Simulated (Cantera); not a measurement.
A perfectly stirred reactor is fed with 0.527 % H2, 99.5 % O2, equivalence ratio 0.0027, at 0.0263 atm; it is held at 1450 K, and followed from long to short residence time.

Computed with Cantera and the H2/O2 subset of GRI-Mech 3.0, which has no nitrogen chemistry. Radical loss at walls, strong at low pressure, is not modelled.

Predict: x(H2) at τ = 11.0 s; x(O2) at τ = 11.0 s; x(H2O) at τ = 11.0 s; x(H2O2) at τ = 11.0 s; x(H) at τ = 11.0 s; x(H2) at τ = 0.130 s; x(O2) at τ = 0.130 s; x(H2O) at τ = 0.130 s; x(H2O2) at τ = 0.130 s; x(H) at τ = 0.130 s.


* **x(H2) at τ = 11.0 s**: 2.42e-6
* **x(O2) at τ = 11.0 s**: 0.994
* **x(H2O) at τ = 11.0 s**: 0.00517
* **x(H2O2) at τ = 11.0 s**: 1.81e-9
* **x(H) at τ = 11.0 s**: 1.62e-6
* **x(H2) at τ = 0.130 s**: 3.21e-5
* **x(O2) at τ = 0.130 s**: 0.991
* **x(H2O) at τ = 0.130 s**: 0.00488
* **x(H2O2) at τ = 0.130 s**: 6.76e-9
* **x(H) at τ = 0.130 s**: 4.46e-5
